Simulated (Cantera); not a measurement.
What does this Cantera script print?

```python
import numpy as np
import cantera as ct

gas_names = """
    H H2 Pb Pb2
""".split()
cond_names = """
    Pb(cr) Pb(L)
""".split()


# ... load() reads the species with a 1 bar reference pressure and builds the phases ...
atoms = {
    'Pb': {'Pb': 1},
    'H2': {'H': 2},
}
top_T = {}  # K; cautious upper limits of use, not melting points


# ... equilibrate(T, P, feed) seeds the gas with the atoms and calls Mixture.equilibrate('TP', solver="vcs", rtol=1e-11, max_steps=5000) ...
results = []
feed = {'Pb': 1, 'H2': 9.7}  # mol
T = 1298.15  # K
P = 690  # Pa
mix = equilibrate(T, P, feed)
results.append((T, P, feed, dict(zip(mix.species_names, mix.species_moles))))
x = sorted(zip(gas.X, gas.species_names), reverse=True)
print(f"T = {T:g} K  P = {P:g} Pa  gas = {mix.phase_moles(0):.4g} mol")
print("   x: " + "  ".join(f"{s} {v:.3e}" for v, s in x if v > 0.0001))
print("   condensed (mol): " + ("  ".join(f"{mix.phase(i).name} {mix.phase_moles(i):.4g}"
      for i in range(1, mix.n_phases) if mix.phase_moles(i) > 1e-12) or "none"))
```

Output:

```
T = 1298.15 K  P = 690 Pa  gas = 10.7 mol
   x: H2 9.065e-01  Pb 9.345e-02
   condensed (mol): none
```

Equilibrium computed with Cantera from the NASA thermochemical tables; the gas is ideal and each condensed phase is pure.
